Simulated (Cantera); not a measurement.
An adiabatic, constant-volume homogeneous reactor starts with CH₄ : CO : O₂ : N₂ : CO₂ = 1 : 1.3 : 3.19 : 12 : 4.1 (molar parts), equivalence ratio 0.83, at 1475 K and 36000 Pa. Integrator tolerance rtol = 1e-08.

Computed with Cantera and GRI-Mech 3.0 (53 species, 325 reactions).

**Question.** What does this change do: initial temperature 1475 to 1050 K?

**Answer.** 
```json
[
 {"quantity": "time of steepest temperature rise", "before": "3.58 ms", "after": "1.86 s"},
 {"quantity": "temperature at 3.00 s", "before": "2485 K", "after": "2349 K"},
 {"quantity": "equilibrium temperature", "before": "2485 K", "after": "2349 K"},
 {"quantity": "x(CH₄) at 3.00 s", "before": "<1e-12 (gas-phase equilibrium <1e-12)", "after": "<1e-12 (gas-phase equilibrium <1e-12)"},
 {"quantity": "x(CO) at 3.00 s", "before": "0.0512 (gas-phase equilibrium 0.0512)", "after": "0.0263 (gas-phase equilibrium 0.0263)"},
 {"quantity": "x(O₂) at 3.00 s", "before": "0.0439 (gas-phase equilibrium 0.0439)", "after": "0.0343 (gas-phase equilibrium 0.0343)"},
 {"quantity": "x(CO₂) at 3.00 s", "before": "0.244 (gas-phase equilibrium 0.244)", "after": "0.274 (gas-phase equilibrium 0.274)"},
 {"quantity": "x(NO) at 3.00 s", "before": "0.00858 (gas-phase equilibrium 0.00858)", "after": "0.00594 (gas-phase equilibrium 0.00594)"},
 {"quantity": "x(C₂H₄) at 3.00 s", "before": "<1e-12 (gas-phase equilibrium <1e-12)", "after": "<1e-12 (gas-phase equilibrium <1e-12)"},
 {"quantity": "x(H₂O₂) at 3.00 s", "before": "9.35e-8 (gas-phase equilibrium 9.35e-8)", "after": "7.38e-8 (gas-phase equilibrium 7.38e-8)"}
]
```

**Question.** What does this change do: pressure from 36000 Pa to 730000 Pa?

**Answer.** 
```
quantity                                                            before                                    after
---------------------------------  ---------------------------------------  ---------------------------------------
time of steepest temperature rise                                  3.58 ms                                 0.400 ms
temperature at 3.00 s                                               2485 K                                   2662 K
equilibrium temperature                                             2485 K                                   2662 K
x(CH₄) at 3.00 s                     <1e-12 (gas-phase equilibrium <1e-12)    <1e-12 (gas-phase equilibrium <1e-12)
x(CO) at 3.00 s                      0.0512 (gas-phase equilibrium 0.0512)    0.0328 (gas-phase equilibrium 0.0328)
x(O₂) at 3.00 s                      0.0439 (gas-phase equilibrium 0.0439)    0.0348 (gas-phase equilibrium 0.0348)
x(CO₂) at 3.00 s                       0.244 (gas-phase equilibrium 0.244)      0.267 (gas-phase equilibrium 0.267)
x(NO) at 3.00 s                    0.00858 (gas-phase equilibrium 0.00858)    0.0103 (gas-phase equilibrium 0.0103)
x(C₂H₄) at 3.00 s                    <1e-12 (gas-phase equilibrium <1e-12)    <1e-12 (gas-phase equilibrium <1e-12)
x(H₂O₂) at 3.00 s                  9.35e-8 (gas-phase equilibrium 9.35e-8)  5.80e-7 (gas-phase equilibrium 5.80e-7)
```
